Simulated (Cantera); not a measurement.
Charge: 1 mol CuO, 0.61 mol CH4, 0.57 mol CO, held at 4.30 mbar.

These are equilibrium values from Cantera (NASA tables, ideal gas, pure condensed phases), not measurements of a reactor. Candidate condensed phases: C, C6H6, C7H8, C8H18, Cu, CuO, Cu(OH)2, Cu2O, H2O; 113 gas species. Equilibrium is a limit: real reactors are often held back by kinetics, nucleation or transport.

x: gas mole fraction; n: condensed amount in mol.

```
T (K)   x CO   x H2      x Cu   x H2O   x CO2       x H     x Cu2  n Cu(s)  n Cu(l)
-----  -----  -----  --------  ------  ------  --------  --------  -------  -------
1250   0.427  0.411   1.08e-5  0.0976  0.0649   4.72e-6  5.33e-10    1.000        0
1325   0.432  0.405   6.53e-5   0.103  0.0592   1.59e-5   6.81e-9    1.000        0
1400   0.437  0.400  0.000314   0.108  0.0544   4.69e-5   6.12e-8        0    0.999
1475   0.441  0.396   0.00125   0.112  0.0503  0.000124   4.14e-7        0    0.997
1550   0.443  0.391   0.00432   0.115  0.0466  0.000300   2.31e-6        0    0.990
1625   0.442  0.384         …   0.117  0.0433         …         …        0    0.968
1700   0.433  0.372         …   0.117       …         …         …        0    0.908
1775   0.409  0.347    0.0939   0.112  0.0354   0.00260  0.000161        0    0.750
1850   0.353  0.295     0.221  0.0971  0.0289   0.00446  0.000522        0    0.314
1925   0.321  0.265     0.292  0.0890  0.0251   0.00750  0.000557        0        0
2000   0.321  0.261     0.292  0.0895  0.0240    0.0127  0.000351        0        0
```

**Question.** Complete the blanks.

**Answer.** 
- 1625, x Cu: 0.0133
- 1625, x H: 0.000667
- 1625, x Cu2: 1.09e-5
- 1700, x Cu: 0.0369
- 1700, x CO2: 0.0398
- 1700, x H: 0.00137
- 1700, x Cu2: 4.47e-5
